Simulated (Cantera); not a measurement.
Charge: 1 mol FeS, 1.9 mol SO3, 1.1 mol H2O, held at 1250 K and 0.400 bar.

These are equilibrium values from Cantera (NASA tables, ideal gas, pure condensed phases), not measurements of a reactor. Mutual solubility and eutectic melting of coexisting phases are not modelled. FeS: taken at fixed stoichiometry. Gases not in the tables: S3 to S7. Kinetics and transport are ignored.

```json
[
 {"species": "SO2", "before": "0.637", "after": "0.834"},
 {"species": "H2O", "before": "0.294", "after": "0.0906"},
 {"species": "S2", "before": "0.0534", "after": "0.0662"},
 {"species": "H2", "before": "0.00340", "after": "0.000968"},
 {"species": "H2S", "before": "0.00772", "after": "0.00244"},
 {"species": "SH", "before": "6.63e-5", "after": "3.94e-5"},
 {"species": "S2O", "before": "0.00375", "after": "0.00504"},
 {"species": "SO", "before": "0.000592", "after": "0.000715"},
 {"species": "FeS(s), mol", "before": "0.157", "after": "0.190"},
 {"species": "Fe3O4(s), mol", "before": "0.281", "after": "0.270"}
]
```
Gas species are given as mole fractions.

Q: Which change was made?
A) H2O from 1.1 to 2.4 mol
B) H2O from 1.1 to 0.26 mol
C) SO3 from 1.9 to 0.34 mol
D) 1.5 mol O2 added

A: B, H2O from 1.1 to 0.26 mol
